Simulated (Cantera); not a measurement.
Predominance diagram of Cu at 1377 °C against the partial pressures of O₂ and H₂O (log10, bar). Source: NASA polynomial tables (part measured, part estimated), evaluated in Cantera. Candidates: Cu(l), Cu₂O(l). Only these pure phases compete in this equilibrium. 

```
log p(H₂O) \ log p(O₂)
        columns: -18, -16.9, -15.8, -14.6, -13.5, -12.4, -11.2, -10.1, -9, -7.9, -6.8, -5.6, -4.5, -3.4, -2.2, -1.1, 0
      1  A A A A A A A A B B B B B B C C C
      0  A A A A A A B B B B B B B B C C C
     -1  A A A A B B B B B B B B B B C C C
     -2  A A B B B B B B B B B B B B C C C
     -3  A B B B B B B B B B B B B B C C C
     -4  B B B B B B B B B B B B B B C C C
     -5  B B B B B B B B B B B B B B C C C
     -6  B B B B B B B B B B B B B B C C C
     -7  B B B B B B B B B B B B B B C C C
     -8  B B B B B B B B B B B B B B C C C
     -9  B B B B B B B B B B B B B B C C C
    -10  B B B B B B B B B B B B B B C C C
    -11  B B B B B B B B B B B B B B C C C
    -12  B B B B B B B B B B B B B B C C C
```

A: out of reach (another gas would pass 10 bar, or a non-metal would condense); B: Cu(l); C: Cu₂O(l).
